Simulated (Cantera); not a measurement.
A perfectly stirred reactor is fed with N₂O : H₂ : N₂ = 1 : 0.0036 : 0.58 (molar parts), at 6.83 Torr; it is held at 1223 K, and followed from long to short residence time.

Detailed kinetics in Cantera: GRI-Mech 3.0 (53 species, 325 reactions). GRI-Mech 3.0 was tuned for natural gas; its chemistry of N2O as a main component is partial and can be far from experiment. Radical loss at walls, strong at low pressure, is not modelled. The mechanism lacks the step 2 NO + O2 → 2 NO2, which can matter for NO2 below about 1400 K. The temperature is held fixed by assumption; the heat of reaction is taken as removed at once.

```
quantity                 before     after
---------------------  --------  --------
x(N₂O) at τ = 9.20 s      0.569    0.0736
x(H₂) at τ = 9.20 s    0.000102   2.04e-6
x(OH) at τ = 9.20 s     9.78e-6   3.78e-6
x(H) at τ = 9.20 s      2.54e-8  6.28e-10
x(NO) at τ = 9.20 s     0.00480    0.0250
x(N₂O) at τ = 0.190 s     0.629     0.517
x(H₂) at τ = 0.190 s    0.00144   5.45e-5
x(OH) at τ = 0.190 s    1.33e-5   8.05e-6
x(H) at τ = 0.190 s     4.67e-7   1.13e-8
x(NO) at τ = 0.190 s   0.000106   0.00867
```

**Question.** Name the change that produced these shifts.
A) temperature 1223 to 1325 K
B) pressure from 6.83 Torr to 1.00 bar
C) pressure from 6.83 Torr to 0.220 bar
D) N2 0.58 to 0.09 parts

**Answer.** B, pressure from 6.83 Torr to 1.00 bar
